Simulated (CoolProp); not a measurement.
Values from CoolProp's reference Helmholtz-energy equation of state, Beckmüller 2019.

### Question
For n-octane, give the phase and the cv (kJ/(kg K)) at 620 K and 2.09 bar.

### Answer
- 620 K and 2.09 bar: gas; cv 2.86
